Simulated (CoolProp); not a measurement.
Vapour-liquid equilibrium of fluoroethane (R161) (1) + R134a (2) at 0.253 bar; x and y are mole fractions of (1).

The numbers come from the multi-fluid Helmholtz-energy mixture model, Wu 2012 and Tillner-Roth 1994; pair parameters Bell 2016 in CoolProp.

| x | bubble temperature, mixture model (K) | bubble temperature, Raoult's law (K) | y, mixture model | y, Raoult's law |
|---|---|---|---|---|
| 0.05 | 220.0 | 219.8 | 0.081 | 0.091 |
| 0.15 | 218.9 | 218.4 | 0.233 | 0.254 |
| 0.25 | 217.7 | 217.1 | 0.372 | 0.394 |
| 0.35 | 216.6 | 215.9 | 0.497 | 0.514 |
| 0.45 | 215.4 | 214.7 | 0.609 | 0.618 |
| 0.55 | 214.2 | 213.6 | 0.708 | 0.709 |
| 0.65 | 213.0 | 212.5 | 0.793 | 0.789 |
| 0.75 | 211.9 | 211.5 | 0.866 | 0.859 |
| 0.85 | 210.8 | 210.6 | 0.928 | 0.920 |
| 0.95 | 209.8 | 209.7 | 0.978 | 0.975 |

The largest gap from Raoult's law is +0.7 K in bubble temperature, at x = 0.35. No azeotrope shows between x = 0.05 and 0.95.

Pair parameters are fitted to limited data, so mixtures are less certain than the pure fluids.
